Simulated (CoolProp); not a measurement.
Vapour-liquid equilibrium of R125 (1) + ethanol (2) at 57.5 kPa; x and y are mole fractions of (1).

The numbers come from the multi-fluid Helmholtz-energy mixture model, Lemmon 2005 and Schroeder 2014; pair parameters Bell 2016 in CoolProp.

| x | bubble temperature, mixture model (°C) | bubble temperature, Raoult's law (°C) | y, mixture model | y, Raoult's law |
|---|---|---|---|---|
| 0.05 | ? | 15.5 | ? | 0.926 |
| 0.125 | -36.4 | -11.7 | 0.999 | 0.990 |
| 0.2 | -43.9 | -24.3 | 0.999 | 0.997 |
| 0.275 | -47.9 | -32.1 | 1.000 | 0.999 |
| 0.35 | ? | -37.7 | 1.000 | 0.999 |
| 0.425 | -52.1 | -42.0 | 1.000 | 1.000 |
| 0.5 | -53.3 | -45.5 | 1.000 | 1.000 |
| 0.575 | -54.2 | -48.4 | 1.000 | 1.000 |
| 0.65 | ? | -50.8 | 1.000 | 1.000 |
| 0.725 | -55.6 | -53.0 | 1.000 | 1.000 |
| 0.8 | ? | -54.8 | 1.000 | 1.000 |
| 0.875 | ? | -56.5 | 1.000 | 1.000 |
| 0.95 | ? | -58.0 | 1.000 | 1.000 |

### Question
Complete the blanks.

### Answer

- 0.05, bubble temperature, mixture model (°C): -16.2
- 0.05, y, mixture model: 0.992
- 0.35, bubble temperature, mixture model (°C): -50.4
- 0.65, bubble temperature, mixture model (°C): -54.9
- 0.8, bubble temperature, mixture model (°C): -56.3
- 0.875, bubble temperature, mixture model (°C): -57.1
- 0.95, bubble temperature, mixture model (°C): -58.1

The largest gap from Raoult's law is -31.7 K in bubble temperature, at x = 0.05. No azeotrope shows between x = 0.05 and 0.95.

Pair parameters are fitted to limited data, so mixtures are less certain than the pure fluids. With so large a gap from Raoult's law the liquid may split in two, which this calculation doesn't test in full.
